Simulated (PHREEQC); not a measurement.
**Nickel, zinc or cadmium bath: an equilibrium model**

Dissolve 0.035 mol/kgw CdCl2, 0.00047 mol/kgw Na2SO4 and 0.1 mol/kgw MnSO4 at 25 °C. Closed to the air; pH follows from the charge balance.

Model: ion-association model, wateq4f.dat, run in PHREEQC.

Each row changes one thing in this solution. This is a speciation only: nothing precipitates in the calculation.

```tsv
case	pH	ionic strength (mol/kgw)	Cl- (mol/kgw)	SO4-2 (mol/kgw)	Na+ (mol/kgw)	NaSO4- (mol/kgw)	SI of Halite (NaCl)	SI of Mirabilite (Na2SO4:10H2O)
as made	5.91	0.274	0.0517	0.0470	0.000886	5.43e-5	-6.22	-7.20
MnSO4 left out	5.60	0.0563	0.0440	0.000286	0.000939	5.96e-7	-6.15	-9.02
MnSO4 replaced by NaHSO4 at the same molality	1.40	0.225	0.0530	0.0333	0.0964	0.00450	-4.16	-3.24
CdCl2 replaced by FeCl2 at the same molality	5.99	0.298	0.0650	0.0508	0.000883	5.68e-5	-6.13	-7.19
diluted 10-fold with water	6.28	0.0359	0.00630	0.00665	9.24e-5	1.55e-6	-7.97	-9.58
```
